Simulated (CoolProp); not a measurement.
Carbon dioxide at 293.15 K and 11.5 MPa flows at 0.057 m/s in a round tube of 20 mm bore and 0.25 µm roughness, fully developed (64/Re and Nu = 3.66 if laminar; Colebrook and Gnielinski if turbulent). Each further row changes one setting.

Values from CoolProp's reference Helmholtz-energy equation of state, Span 1996.

```
case                Reynolds number  Darcy friction factor  pressure drop (Pa/m)  heat-transfer coefficient (W/(m² K))  mass flow (kg/h)
------------------  ---------------  ---------------------  --------------------  ------------------------------------  ----------------
as stated                     11500                 0.0298                  2.11                                   276              56.3
velocity 0.114 m/s            23100                 0.0250                  7.10                                   500               113
diameter 40 mm                23100                 0.0250                 0.887                                   250               225
```

Viscosity comes from a separate model (Laesecke 2017). Thermal conductivity comes from a separate model (Huber 2016).
